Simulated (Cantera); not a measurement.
Feed: 1 mol AlCl₃, 25 mol H₂O, 37 mol N₂, at 1.00 bar.

Cantera equilibrium calculation (NASA polynomials, part measured and part estimated; ideal gas, pure solids and liquids). Candidate condensed phases: Al, AlCl₃, AlN, Al₂O₃, H₂O, NH₄Cl; 45 gas species. Gases not in the tables: Al(OH)₃. Kinetics and transport are ignored. All values below are at 1523 K.

Base state: N₂ 0.583, H₂O 0.370, HCl 0.0472, H₂ 0.000147, Cl 7.21e-5, O₂ 4.14e-5, OH 2.17e-5, NO 1.65e-5 (mole fractions); condensed: Al₂O₃(s).

What changes in the equilibrium state with this change: AlCl₃ replaced by Al?


| species | before | after |
|---|---|---|
| N₂ | 0.583 | 0.597 |
| H₂O | 0.370 | 0.379 |
| H₂ | 0.000147 | 0.0242 |
| HCl | 0.0472 | 0 |
| Cl | 7.21e-5 | 0 |
| O₂ | 4.14e-5 | 1.61e-9 |
| Al₂O₃(s), mol | 0.500 | 0.500 |
